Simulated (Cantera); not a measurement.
# Diamond growth

A diamond (100) surface in a fixed gas of H2 with x(CH4) = 0.0028, x(H) = 0.00041, at 1050 K, 0.0340 bar; coverages are run to steady state.

Cantera simulation using the Harris–Goodwin 1993 mechanism for the reconstructed diamond (100) surface; the numbers are that mechanism's predictions, not measurements.

| x(CH3) | growth (µm/h) | θ c6HH | θ c6H* | θ c6*H | θ c6** | θ c6HM |
|---|---|---|---|---|---|---|
| 1e-06 | 0.00654 | 0.569 | 0.0222 | 0.398 | 0.0104 | 0.000302 |
| 2.4e-06 | 0.0157 | 0.568 | 0.0222 | 0.398 | 0.0104 | 0.000725 |
| 5.8e-06 | 0.0378 | 0.568 | 0.0222 | 0.397 | 0.0103 | 0.00175 |
| 1.4e-05 | 0.0908 | 0.566 | 0.0221 | 0.396 | 0.0103 | 0.00420 |
| 3.4e-05 | 0.218 | 0.561 | 0.0219 | 0.392 | 0.0101 | 0.0101 |
| 8.2e-05 | 0.511 | 0.550 | 0.0215 | 0.384 | 0.00965 | 0.0237 |
| 0.0002 | 1.17 | 0.525 | 0.0205 | 0.366 | 0.00873 | 0.0541 |
| 0.00048 | 2.43 | 0.477 | 0.0185 | 0.331 | 0.00703 | 0.114 |
| 0.0012 | 4.61 | 0.394 | 0.0150 | 0.269 | 0.00448 | 0.218 |
θ: site fractions in the mechanism's names (c6HH fully hydrogenated, c6H* and c6*H radical sites, c6** diradical, c6HM methylated).
